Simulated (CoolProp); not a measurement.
Properties of n-perfluorohexane along the isobar 2.85 MPa (Tc = 448.0 K, pc = 1.742 MPa, ω = 0.497).

Computed with CoolProp (reference Helmholtz-energy equation of state, Gao 2022).

```json
[
 {"T (K)": "270.1", "phase": "liquid", "Z": "0.2430", "cp (kJ/(kg K))": "…", "cv (kJ/(kg K))": "0.8113"},
 {"T (K)": "288", "phase": "liquid", "Z": "0.2344", "cp (kJ/(kg K))": "1.027", "cv (kJ/(kg K))": "…"},
 {"T (K)": "306", "phase": "liquid", "Z": "0.2272", "cp (kJ/(kg K))": "…", "cv (kJ/(kg K))": "0.8632"},
 {"T (K)": "324", "phase": "liquid", "Z": "0.2215", "cp (kJ/(kg K))": "1.080", "cv (kJ/(kg K))": "…"},
 {"T (K)": "342", "phase": "liquid", "Z": "…", "cp (kJ/(kg K))": "…", "cv (kJ/(kg K))": "0.9100"},
 {"T (K)": "360", "phase": "liquid", "Z": "0.2143", "cp (kJ/(kg K))": "1.134", "cv (kJ/(kg K))": "0.9319"},
 {"T (K)": "378", "phase": "liquid", "Z": "0.2130", "cp (kJ/(kg K))": "1.163", "cv (kJ/(kg K))": "0.9531"},
 {"T (K)": "396", "phase": "liquid", "Z": "0.2138", "cp (kJ/(kg K))": "1.195", "cv (kJ/(kg K))": "0.9741"},
 {"T (K)": "414", "phase": "liquid", "Z": "…", "cp (kJ/(kg K))": "1.234", "cv (kJ/(kg K))": "0.9951"},
 {"T (K)": "432", "phase": "liquid", "Z": "0.2258", "cp (kJ/(kg K))": "1.289", "cv (kJ/(kg K))": "1.017"},
 {"T (K)": "450", "phase": "supercritical", "Z": "0.2444", "cp (kJ/(kg K))": "…", "cv (kJ/(kg K))": "1.041"}
]
```

Question: Some entries are withheld; supply them.

Answer: 
- 270.1, cp (kJ/(kg K)): 1.000
- 288, cv (kJ/(kg K)): 0.8379
- 306, cp (kJ/(kg K)): 1.054
- 324, cv (kJ/(kg K)): 0.8871
- 342, Z: 0.2172
- 342, cp (kJ/(kg K)): 1.107
- 414, Z: 0.2174
- 450, cp (kJ/(kg K)): 1.392
